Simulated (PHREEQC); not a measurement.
A column of 0.5 m (40 cells, dispersivity 0.04 m, 60 s a shift, diffusion coefficient 3e-10 m²/s) holds 0.075 eq of the database's cation exchanger X per kg of pore water, first in equilibrium with 1.3 mmol/kgw ZnCl2, 6.6 mmol/kgw KCl and 0.01 mmol/kgw HCl. It is flushed with 0.017 mol ZnSO4, 0.0017 mol CdCl2 and 1e-05 mol HCl per kg of water, at 25 °C. Values are for the last cell. No CO2 enters from the air. No solid was allowed to form.

Base run: PHREEQC, ion-association model, phreeqc.dat. Each further column changes one thing. The table gives Cd in solution (mol/kgw).

```csv
pore volumes,base,exchange capacity from 0.075 to 0.037 eq/kgw,dispersivity from 0.04 to 0.08 m
0,0,0,0
0.6875,7.63e-12,5.86e-8,4.03e-8
1.363,4.08e-5,0.000397,…
2.038,0.000454,…,0.000605
2.712,0.000981,0.00153,0.00102
3.612,0.00142,0.00166,…
4.287,0.00157,0.00169,0.00150
4.963,0.00164,0.00170,0.00159
5.638,0.00167,0.00170,…
6.312,0.00169,0.00170,0.00166
6.987,0.00169,0.00170,0.00168
```

Q: Fill in the missing entries.

A: 
- 1.363, dispersivity from 0.04 to 0.08 m: 0.000136
- 2.038, exchange capacity from 0.075 to 0.037 eq/kgw: 0.00117
- 3.612, dispersivity from 0.04 to 0.08 m: 0.00136
- 5.638, dispersivity from 0.04 to 0.08 m: 0.00163
